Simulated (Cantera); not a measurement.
**Equilibrium for silicon epitaxy and polysilicon growth: Si2Cl6 + H2**

Charge: 1 mol Si2Cl6, a varied amount of H2, at 1002 °C and 110000 Pa.

These are equilibrium values from Cantera (NASA tables, ideal gas, pure condensed phases), not measurements of a reactor. Candidate condensed phases: Si; 19 gas species. The feed counts by its element totals alone. The tables' values for SiCl3 are old estimates; treat these amounts as uncertain. The numbers say what is thermodynamically allowed, not how fast it happens.

| n(H2) (mol) | log p H2 | log p HCl | log p SiHCl3 | log p SiCl4 | log p SiCl2 | log p SiCl3 | n Si(s) |
|---|---|---|---|---|---|---|---|
| 58 | 0.02 | -1.40 | -2.10 | -2.13 | -2.40 | -2.67 | 0.765 |
| 100 | 0.02 | -1.50 | -2.41 | -2.54 | -2.61 | -2.98 | 0.969 |
| 140 | 0.03 | -1.57 | -2.63 | -2.83 | -2.76 | -3.20 | 1.12 |
| 190 | 0.03 | -1.64 | -2.85 | -3.13 | -2.91 | -3.42 | 1.27 |
| 230 | 0.03 | -1.70 | -3.00 | -3.34 | -3.01 | -3.58 | 1.36 |
| 270 | 0.03 | -1.74 | -3.14 | -3.52 | -3.10 | -3.72 | 1.44 |
| 320 | 0.03 | -1.79 | -3.30 | -3.73 | -3.21 | -3.87 | 1.51 |
| 360 | 0.03 | -1.83 | -3.41 | -3.88 | -3.28 | -3.99 | 1.56 |
| 400 | 0.04 | -1.86 | -3.51 | -4.02 | -3.35 | -4.09 | 1.60 |
| 450 | 0.04 | -1.90 | -3.64 | -4.18 | -3.43 | -4.21 | 1.65 |
| 490 | 0.04 | -1.93 | -3.73 | -4.30 | -3.49 | -4.30 | 1.68 |
log p: log10 of the partial pressure in bar; n: condensed amount in mol.

From 58 mol H2 to 490 mol H2 the condensed part is Si(s). The main Si-bearing gas is SiHCl3 at 58 mol H2 and SiCl2 at 490 mol H2. The share of Si in condensed phases is highest at 490 mol H2 (83.8 %) and lowest at 58 mol H2 (38.2 %).
